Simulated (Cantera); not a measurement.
A closed system holds: 1 mol Si(CH3)4, 0.0079 mol C2H2, 15 mol H2, 0.09 mol HCl, at 1050 K and 10.0 mbar.

Equilibrium computed with Cantera from the NASA thermochemical tables; the gas is ideal and each condensed phase is pure. Candidate condensed phases: C, C6H6, C7H8, C8H18, Si, SiC; 109 gas species. Kinetics and transport are ignored.

Base state: H2 0.995, HCl 0.00427, CH4 0.000567 (mole fractions); condensed: C(graphite) + SiC(s).

Task: What changes in the equilibrium state with this change: pressure from 10.0 mbar to 0.710 bar?

Result: 
```csv
species,before,after
H2,0.995,0.958
CH4,0.000567,0.0373
HCl,0.00427,0.00442
"C(graphite), mol",3.00,2.26
"SiC(s), mol",1.000,1.000
```
